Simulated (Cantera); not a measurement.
Cantera run, input and output.

```python
import numpy as np
import cantera as ct

gas = ct.Solution("gri30.yaml")
gas.TPX = 1350, 1333, {'H2': 0.14, 'O2': 1}
reactor = ct.IdealGasConstPressureReactor(gas, energy="off", clone=False)
net = ct.ReactorNet([reactor])
net.rtol, net.atol = 1e-08, 1e-18
show = ['H2', 'O2', 'HO2', 'O', 'OH', 'H2O2', 'H2O']
times = np.geomspace(0.0001, 10, 11)

steps = ct.SolutionArray(gas, extra=["t"])
rows = []
print(f"{'t/s':>10s}{'T/K':>9s}{'P/Pa':>11s}" + "".join(f"{s:>11s}" for s in show))
for t in times:
    while net.time < t:
        t_next = net.step()
        steps.append(gas.state, t=t_next)
    rows.append([np.interp(t, steps.t, y) for y in (steps.T, steps.P, *steps(*show).X.T)])
    print(f"{t:10.3e}{rows[-1][0]:9.1f}{rows[-1][1]:11.4g}" + "".join(f"{x:11.3e}" for x in rows[-1][2:]))
rate = np.gradient(steps.T, steps.t)
print("integrator steps:", len(steps.t))
if steps.T.max() > steps.T[0] + 200:
    print(f"time of steepest temperature rise: {steps.t[rate.argmax()]:.4e} s")
gas.TPX = 1350, 1333, {'H2': 0.14, 'O2': 1}
gas.equilibrate("TP")
print(f"equilibrium (TP): T = {gas.T:.1f} K  " + "  ".join(f"{s} {gas[s].X[0]:.3e}" for s in show))
```

Result:

```
       t/s      T/K       P/Pa         H2         O2        HO2          O         OH       H2O2        H2O
 1.000e-04   1350.0       1333  1.228e-01  8.772e-01  1.228e-07  1.535e-07  1.202e-07  1.944e-10  1.872e-07
 3.162e-04   1350.0       1333  1.228e-01  8.772e-01  4.030e-07  1.103e-05  8.375e-06  1.887e-09  2.054e-05
 1.000e-03   1350.0       1333  1.031e-02  7.974e-01  4.586e-06  5.678e-02  1.408e-02  2.232e-07  8.967e-02
 3.162e-03   1350.0       1333  4.019e-03  7.942e-01  4.463e-06  6.410e-02  1.068e-02  1.501e-07  1.013e-01
 1.000e-02   1350.0       1333  3.318e-03  8.100e-01  4.450e-06  5.075e-02  9.793e-03  1.546e-07  1.079e-01
 3.162e-02   1350.0       1333  1.779e-03  8.394e-01  4.001e-06  2.548e-02  7.289e-03  1.472e-07  1.195e-01
 1.000e-01   1350.0       1333  3.972e-04  8.622e-01  2.203e-06  5.471e-03  3.485e-03  9.149e-08  1.278e-01
 3.162e-01   1350.0       1333  4.995e-05  8.679e-01  5.626e-07  6.822e-04  1.242e-03  3.396e-08  1.301e-01
 1.000e+00   1350.0       1333  6.990e-06  8.689e-01  1.192e-07  9.554e-05  4.658e-04  1.057e-08  1.306e-01
 3.162e+00   1350.0       1333  1.323e-06  8.690e-01  5.128e-08  1.812e-05  2.030e-04  3.337e-09  1.307e-01
 1.000e+01   1350.0       1333  3.734e-07  8.691e-01  5.830e-08  5.126e-06  1.080e-04  1.396e-09  1.308e-01
integrator steps: 1654
equilibrium (TP): T = 1350.0 K  H2 2.497e-07  O2 8.691e-01  HO2 6.667e-08  O 3.429e-06  OH 8.831e-05  H2O2 1.117e-09  H2O 1.308e-01
```

Detailed kinetics in Cantera: GRI-Mech 3.0 (53 species, 325 reactions). Radical loss at walls, strong at low pressure, is not modelled. The temperature is held fixed by assumption; the heat of reaction is taken as removed at once.
